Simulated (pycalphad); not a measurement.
Source of the numbers: pycalphad with the COST 507 light-alloy database (1999); pressure 1 atm. The database dates from 1999; later assessments differ in places, in temperatures and in the compounds included. Phase fractions are per mole of atoms.

Task: Give the equilibrium state of Sn-23.85Si (at.%) at 1225 K.

Result: liquid, fraction 0.779, with 2.2 Si at.%; diamond (Si), fraction 0.221, with >99.99 Si at.%.
